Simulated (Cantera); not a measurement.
Input (Python, Cantera) and output of one run.

```python
import numpy as np
import cantera as ct

gas_names = """
    H H2 N NH NH2 NH3 N2 N2H2 N2H4 Si SiH SiH2 SiH3 SiH4 SiN Si2 Si2N Si3
""".split()
cond_names = """
    Si(cr) Si(L) Si3N4(a)
""".split()


# ... load() reads the species with a 1 bar reference pressure and builds the phases ...
atoms = {
    'trisilylamine': {'Si': 3, 'N': 1, 'H': 9},
    'N2': {'N': 2},
    'NH3': {'N': 1, 'H': 3},
}
top_T = {'Si3N4(a)': 2400}  # K; cautious upper limits of use, not melting points


# ... equilibrate(T, P, feed) seeds the gas with the atoms and calls Mixture.equilibrate('TP', solver="vcs", rtol=1e-11, max_steps=5000) ...
results = []
feed = {'trisilylamine': 1, 'N2': 0.39, 'NH3': 34}  # mol
P = 133.322  # Pa
for T in [700, 800, 900, 1000, 1100, 1200, 1300, 1400, 1500, 1600, 1700, 1800, 1900, 2000]:
    mix = equilibrate(T, P, feed)
    results.append((T, P, feed, dict(zip(mix.species_names, mix.species_moles))))

top = {s: max(r[3][s] / sum(r[3][g] for g in gas_names) for r in results) for s in gas_names}
cols = sorted((s for s in top if top[s] > 1e-05), key=lambda s: -top[s])[:6]
seen = [c for c in cond_names if any(r[3].get(c, 0) > 1e-12 for r in results)]
print("log10 of partial pressures in bar; condensed amounts in mol")
print(f"{'T/K':>10s}" + "".join(f"{s[:9]:>10s}" for s in cols + seen))
for T, P, feed, n in results:
    ng = sum(n[g] for g in gas_names)
    print(f"{T:10.4g}" + "".join(f"{np.log10(max(n[s] / ng * P / 1e5, 1e-99)):10.3f}" for s in cols)
          + "".join(f"{n.get(c, 0):10.4g}" for c in seen))
```

Result:

```
log10 of partial pressures in bar; condensed amounts in mol
       T/K        H2        N2         H        Si       SiH       Si2    Si(cr)     Si(L)  Si3N4(a)
       700    -2.984    -3.528   -15.090   -36.214   -34.164   -54.937         0         0         1
       800    -2.984    -3.528   -13.030   -29.699   -28.355   -44.817         0         0         1
       900    -2.984    -3.528   -11.424   -24.636   -23.843   -36.955         0         0         1
      1000    -2.984    -3.528   -10.136   -20.591   -20.241   -30.675         0         0         1
      1100    -2.984    -3.528    -9.080   -17.286   -17.299   -25.545         0         0         1
      1200    -2.984    -3.528    -8.197   -14.536   -14.852   -21.278         0         0         1
      1300    -2.984    -3.528    -7.448   -12.214   -12.787   -17.676         0         0         1
      1400    -2.985    -3.528    -6.805   -10.227   -11.021   -14.596         0         0         1
      1500    -2.985    -3.528    -6.247    -8.509    -9.495   -11.933         0         0    0.9999
      1600    -2.986    -3.524    -5.758    -7.011    -8.166    -9.614    0.2598         0    0.9113
      1700    -2.998    -3.489    -5.331    -6.168    -7.478    -8.527         0     2.958         0
      1800    -3.002    -3.491    -4.947    -5.498    -6.942    -7.717         0     2.807         0
      1900    -3.010    -3.497    -4.606    -4.899    -6.466    -6.994         0     2.238         0
      2000    -3.031    -3.512    -4.305    -4.361    -6.045    -6.345         0    0.3019         0
```

Method: chemical equilibrium by Gibbs-energy minimisation in Cantera with the NASA 1993 tables (ideal gas, pure condensed phases). The feed counts by its element totals alone. Mutual solubility and eutectic melting of coexisting phases are not modelled. The tables' values for SiN are old estimates; treat these amounts as uncertain. Gases not in the tables: Si2H6 and higher silanes.
